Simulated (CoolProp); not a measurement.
Properties of 1-butene along the isotherm 251.85 °C (Tc = 146.1 °C, pc = 4.006 MPa, ω = 0.192).

Values from CoolProp's reference Helmholtz-energy equation of state, Lemmon 2005. It is a short technical equation, of lower accuracy than the large ones.

```csv
p (MPa),phase,Z,cp (kJ/(kg K)),cv (kJ/(kg K)),Joule-Thomson coefficient (K/MPa),fugacity coefficient
0.501,gas,0.9792,2.410,2.245,4.707,0.9795
1,gas,0.9583,2.433,2.251,4.804,0.9594
1.5,gas,0.9371,2.459,2.257,4.901,0.9395
2,gas,0.9156,2.488,2.263,4.996,0.9200
2.5,gas,0.8940,2.521,2.269,5.087,0.9007
3,gas,0.8721,2.557,2.275,5.172,0.8818
3.51,gas,0.8498,2.599,2.282,5.248,0.8628
4.01,supercritical,0.8278,2.644,2.288,5.309,0.8445
4.51,supercritical,0.8060,2.694,2.295,5.352,0.8265
5.01,supercritical,0.7844,2.748,2.302,5.373,0.8089
5.51,supercritical,0.7632,2.807,2.308,5.366,0.7917
6.01,supercritical,0.7425,2.871,2.314,5.329,0.7749
```
